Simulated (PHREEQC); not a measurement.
## Metal-bearing waste water: speciation

Dissolve 0.011 mol/kgw CdCl2, 8.6e-05 mol/kgw NaF and 0.00029 mol/kgw NaCl at 55 °C. Closed to the air; pH follows from the charge balance.

Model: ion-association model, phreeqc.dat, run in PHREEQC.

Each row changes one thing in this solution. Precipitation was switched off in this run.

| case | pH | ionic strength (mol/kgw) | Cl- (mol/kgw) | F- (mol/kgw) | HF (mol/kgw) | SI of Halite (NaCl) |
|---|---|---|---|---|---|---|
| as made | 5.69 | 0.0221 | 0.0165 | 8.25e-5 | 3.83e-7 | -6.93 |
| NaF from 8.6e-05 to 7.74e-05 mol/kgw | 5.68 | 0.0221 | 0.0165 | 7.43e-5 | 3.48e-7 | -6.94 |
| diluted 100-fold with water | 6.43 | 0.000329 | 0.000221 | 8.58e-7 | 8.23e-10 | -10.69 |
| temperature from 55 to 15 °C | 5.94 | 0.0226 | 0.0168 | 8.25e-5 | 1.02e-7 | -6.89 |
| NaF from 8.6e-05 to 0.00086 mol/kgw | 5.87 | 0.0229 | 0.0166 | 0.000826 | 2.53e-6 | -6.45 |
| 0.00066 mol/kgw CaBr2 added | 5.70 | 0.0238 | 0.0167 | 8.27e-5 | 3.74e-7 | -6.93 |
| CdCl2 replaced by FeCl2 at the same molality | 5.46 | 0.0330 | 0.0221 | 8.09e-5 | 6.15e-7 | -6.83 |

Species that the database lacks are ignored. At this temperature some constants are extrapolated from 25 °C, and those without enthalpy data are left unchanged.
